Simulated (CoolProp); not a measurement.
Computed with CoolProp (reference Helmholtz-energy equation of state, Thol 2018).

**Question.** Give the vapour pressure (MPa), vapour density (kg/m³), enthalpy of vaporisation (kJ/kg), liquid cp (kJ/(kg K)) of saturated hydrogen chloride at -93.45, -51.45 °C.

**Answer.** 
```tsv
T (°C)	p (MPa)	vapour density (kg/m³)	enthalpy of vaporisation (kJ/kg)	liquid cp (kJ/(kg K))
-93.45	0.0611	1.52	453	1.66
-51.45	0.497	10.8	403	1.71
```
